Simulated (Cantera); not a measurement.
## Stirred combustor or abatement burner

A perfectly stirred reactor is fed with CH4 : H2 : O2 : N2 = 1 : 1.3 : 5.41 : 20.3 (molar parts), equivalence ratio 0.49, at 12.0 bar; it is adiabatic with a 300 K inlet, and is followed from long to short residence time, starting on the burning branch (τ in s: 0.29, 0.1, 0.036, 0.013, 0.0046, 0.0016, 0.00058, 0.00021, 7.3e-05, 2.6e-05, 9.3e-06).

Model: GRI-Mech 3.0 (53 species, 325 reactions), integrated in Cantera. The pressure lies above the range GRI-Mech 3.0 was tuned for (to about 10 atm).

```
τ (s)    T (K)     x CH4      x H2   x O2   x C2H2   x CO2
-------  -----  --------  --------  -----  -------  ------
0.29      1505   7.92e-6   1.04e-5  0.101  6.61e-9  0.0365
0.10      1504   2.00e-5   2.67e-5  0.101  3.14e-8  0.0364
0.036     1501   4.96e-5   6.87e-5  0.101  1.15e-7  0.0361
0.013     1493  0.000127  0.000186  0.102  3.04e-7  0.0353
0.0046    1468  0.000378  0.000593  0.103  5.68e-7  0.0329
0.0016     300    0.0357    0.0464  0.193   <1e-12  <1e-12
0.00058    300    0.0357    0.0464  0.193   <1e-12  <1e-12
0.00021    300    0.0357    0.0464  0.193   <1e-12  <1e-12
7.3e-5     300    0.0357    0.0464  0.193   <1e-12  <1e-12
2.6e-5     300    0.0357    0.0464  0.193   <1e-12  <1e-12
9.3e-6     300    0.0357    0.0464  0.193   <1e-12  <1e-12
```
x: mole fraction; the columns are a selection and need not sum to one.
